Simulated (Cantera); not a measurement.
Equilibrium for roasting and sulfation: Fe₂O₃ + SO₂ + H₂O + O₂

Charge: 1 mol Fe₂O₃, 0.12 mol SO₂, 0.13 mol H₂O, 0.4 mol O₂, at 875 K and 75.0 Torr.

Equilibrium computed with Cantera from the NASA thermochemical tables; the gas is ideal and each condensed phase is pure. Candidate condensed phases: Fe, FeO, Fe(OH)₂, Fe(OH)₃, FeS, FeSO₄, FeS₂, Fe₂O₃, Fe₂(SO₄)₃, Fe₃O₄, H₂O, H₂SO₄, S; 22 gas species. Kinetics and transport are ignored.

```yaml
x(O₂): 0.595
x(H₂O): 0.217
x(SO₃): 0.132
x(SO₂): 0.0558
x(H₂SO₄): 5.83e-5
n(Fe₂O₃(s)): 0.998 mol
n(Fe₂(SO₄)₃(s)): 0.00244 mol
gas_amount: 0.5994 mol
log10 activity of FeSO₄(s) (absent): -0.94
log10 activity of H₂SO₄(l) (absent): -6.47
log10 activity of Fe(OH)₃(s) (absent): -10.52
```
